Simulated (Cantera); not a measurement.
A Cantera script and its output.

```python
import numpy as np
import cantera as ct

gas = ct.Solution("gri30.yaml")
gas.TPX = 1325, 100000, {'CH4': 1, 'H2O': 0.37, 'N2': 0.039}
reactor = ct.IdealGasConstPressureReactor(gas, energy="off", clone=False)
net = ct.ReactorNet([reactor])
net.rtol, net.atol = 1e-08, 1e-18
show = ['CH4', 'H2O', 'CH2CO', 'CH2', 'HO2']
times = np.geomspace(2e-05, 90, 13)

steps = ct.SolutionArray(gas, extra=["t"])
rows = []
print(f"{'t/s':>10s}{'T/K':>9s}{'P/Pa':>11s}" + "".join(f"{s:>11s}" for s in show))
for t in times:
    while net.time < t:
        t_next = net.step()
        steps.append(gas.state, t=t_next)
    rows.append([np.interp(t, steps.t, y) for y in (steps.T, steps.P, *steps(*show).X.T)])
    print(f"{t:10.3e}{rows[-1][0]:9.1f}{rows[-1][1]:11.4g}" + "".join(f"{x:11.3e}" for x in rows[-1][2:]))
rate = np.gradient(steps.T, steps.t)
print("integrator steps:", len(steps.t))
if steps.T.max() > steps.T[0] + 200:
    print(f"time of steepest temperature rise: {steps.t[rate.argmax()]:.4e} s")
gas.TPX = 1325, 100000, {'CH4': 1, 'H2O': 0.37, 'N2': 0.039}
gas.equilibrate("TP")
print(f"equilibrium (TP): T = {gas.T:.1f} K  " + "  ".join(f"{s} {gas[s].X[0]:.3e}" for s in show))
```

It prints:

```
       t/s      T/K       P/Pa        CH4        H2O      CH2CO        CH2        HO2
 2.000e-05   1325.0      1e+05  7.097e-01  2.626e-01  6.233e-28  5.673e-15  3.044e-24
 7.169e-05   1325.0      1e+05  7.097e-01  2.626e-01  1.760e-24  7.151e-14  1.353e-22
 2.570e-04   1325.0      1e+05  7.097e-01  2.626e-01  4.188e-21  8.551e-13  7.180e-21
 9.212e-04   1325.0      1e+05  7.097e-01  2.626e-01  6.613e-18  5.734e-12  1.494e-19
 3.302e-03   1325.0      1e+05  7.097e-01  2.626e-01  1.942e-15  8.786e-12  2.871e-19
 1.184e-02   1325.0      1e+05  7.095e-01  2.626e-01  2.007e-13  1.100e-11  3.871e-19
 4.243e-02   1325.0      1e+05  7.089e-01  2.626e-01  2.447e-11  1.804e-11  7.449e-19
 1.521e-01   1325.0      1e+05  7.061e-01  2.624e-01  4.042e-09  3.214e-11  1.591e-18
 5.451e-01   1325.0      1e+05  6.940e-01  2.609e-01  2.751e-07  3.735e-11  1.904e-18
 1.954e+00   1325.0      1e+05  6.503e-01  2.544e-01  2.560e-06  4.490e-11  1.583e-18
 7.004e+00   1325.0      1e+05  5.377e-01  2.377e-01  5.647e-06  5.901e-11  1.185e-18
 2.511e+01   1325.0      1e+05  3.664e-01  2.107e-01  7.358e-06  8.524e-11  2.453e-18
 9.000e+01   1325.0      1e+05  3.393e-01  1.830e-01  5.636e-06  7.656e-11  2.569e-18
integrator steps: 1379
equilibrium (TP): T = 1325.0 K  CH4 2.493e-01  H2O 5.196e-06  CH2CO 2.931e-07  CH2 1.557e-11  HO2 1.593e-27
```

Cantera simulation using GRI-Mech 3.0 (53 species, 325 reactions); the numbers are that mechanism's predictions, not measurements. GRI-Mech 3.0 stops at C3 and has no aromatics, soot or wall deposition, so with more carbon than oxygen in the feed, carbon stays in small species such as C2H2 where larger ones or solid carbon would form.
